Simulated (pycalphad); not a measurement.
**Effect of Si content in Fe-Si**

All values are pycalphad results on the COST 507 light-alloy database (1999) (1 atm), not direct measurements. The data set is of 1999 and partly superseded. Phase fractions are per mole of atoms. Diffusion is slow at the low end, where real alloys seldom reach equilibrium.

| alloy | liquidus (°C) | first solid | solidus (°C) | phases at 677 °C |
|---|---|---|---|---|
| Fe-1.042Si (wt.%) | 1521 | BCC_A2 | 1512 | BCC_A2 1.00 |
| Fe-1.568Si (wt.%) | 1513 | BCC_A2 | 1500 | BCC_A2 1.00 |
| Fe-2.105Si (wt.%) | 1504 | BCC_A2 | 1488 | BCC_A2 1.00 |
| Fe-4.299Si (wt.%) | 1465 | BCC_A2 | 1442 | BCC_A2 1.00 |
| Fe-6.589Si (wt.%) | 1423 | BCC_A2 | 1393 | BCC_B2 1.00 |

BCC_A2 is bcc; BCC_B2 is ordered bcc (B2).
